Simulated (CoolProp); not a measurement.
Saturation properties of carbon monoxide.

The numbers come from the reference Helmholtz-energy equation of state, Lemmon 2006 in CoolProp. It is a short technical equation, of lower accuracy than the large ones.

| T (°C) | p (MPa) | liquid density (kg/m³) | vapour density (kg/m³) | enthalpy of vaporisation (kJ/kg) | surface tension (mN/m) |
|---|---|---|---|---|---|
| -197.85 | 0.04605 | 820.3 | 2.109 | 223.1 | 10.9 |
| -193.45 | 0.08079 | 801.6 | 3.539 | 217.3 | 9.93 |
| -189.15 | 0.1315 | 782.8 | 5.549 | 211.3 | 9.02 |
| -184.85 | 0.2033 | 763.3 | 8.318 | 204.9 | 8.11 |
| -180.55 | 0.3010 | 742.9 | 12.02 | 197.9 | 7.22 |
| -176.25 | 0.4296 | 721.6 | 16.86 | 190.3 | 6.34 |
| -171.95 | 0.5943 | 699.0 | 23.10 | 181.8 | 5.48 |
| -167.65 | 0.8004 | 674.8 | 31.07 | 172.3 | 4.63 |
| -163.35 | 1.054 | 648.7 | 41.21 | 161.6 | 3.81 |

It boils at -191.5 °C under 1 atm.

Surface tension comes from a separate correlation (Mulero 2012).
